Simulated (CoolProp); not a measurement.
Vapour-liquid equilibrium of octamethyltrisiloxane (MDM) (1) + octamethylcyclotetrasiloxane (D4) (2) at 0.135 MPa; x and y are mole fractions of (1).

Values from CoolProp's multi-fluid Helmholtz-energy mixture model, Thol 2017 and Thol 2015; pair parameters Bell 2016.

Q: Give the bubble temperature and the first vapour's composition at x = 0.2, 0.35, 0.5. Is there an azeotrope?

A: x = 0.2: 454.6 K, y = 0.295; x = 0.35: 450.7 K, y = 0.471; x = 0.5: 447.3 K, y = 0.622. No azeotrope shows between x = 0.05 and 0.95.

Pair parameters are fitted to limited data, so mixtures are less certain than the pure fluids.
